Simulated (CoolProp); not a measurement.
A simple Rankine cycle with ethanol: condensing at 308.15 K, boiler at 2.21 MPa, turbine inlet 608.3 K, turbine efficiency 0.8, pump efficiency 0.7, no recuperator. Each further row changes one setting.

Values from CoolProp's reference Helmholtz-energy equation of state, Schroeder 2014.

```
case                             thermal efficiency (%)  net work (kJ/kg)  heat in (kJ/kg)  turbine exit temperature (K)  volume ratio over the turbine
-------------------------------  ----------------------  ----------------  ---------------  ----------------------------  -----------------------------
as stated                                          23.9               350             1460                           [?]                            119
condensing temperature 300.15 K                    25.2               373             1480                         417.5                            180
boiler pressure 1.55 MPa                           22.7               [?]             1470                         443.6                            [?]
turbine efficiency 0.7                              [?]               [?]             1460                         453.7                            126
```

Question: Fill in the missing entries.

Answer: 
- as stated, turbine exit temperature (K): 430.5
- boiler pressure 1.55 MPa, net work (kJ/kg): 334
- boiler pressure 1.55 MPa, volume ratio over the turbine: 84.9
- turbine efficiency 0.7, thermal efficiency (%): 20.9
- turbine efficiency 0.7, net work (kJ/kg): 305
